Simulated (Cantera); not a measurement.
## Thermodynamics of silicon nitride deposition, feed trisilylamine + NH3 + N2

A closed system holds: 1 mol trisilylamine, 1.7 mol NH3, 22 mol N2, held at 1377 °C and 10.0 Torr.

Method: chemical equilibrium by Gibbs-energy minimisation in Cantera with the NASA 1993 tables (ideal gas, pure condensed phases). Candidate condensed phases: Si, Si3N4; 18 gas species. The feed counts by its element totals alone. Rates play no part.

```json
{
  "x(N2)": "0.752",
  "x(H2)": "0.248",
  "x(H)": "0.000392",
  "x(Si)": "3.37e-6",
  "n(Si3N4(s))": "1.000 mol",
  "gas_amount": "28.41 mol",
  "log10 activity of Si(s) (absent)": "-0.77"
}
```
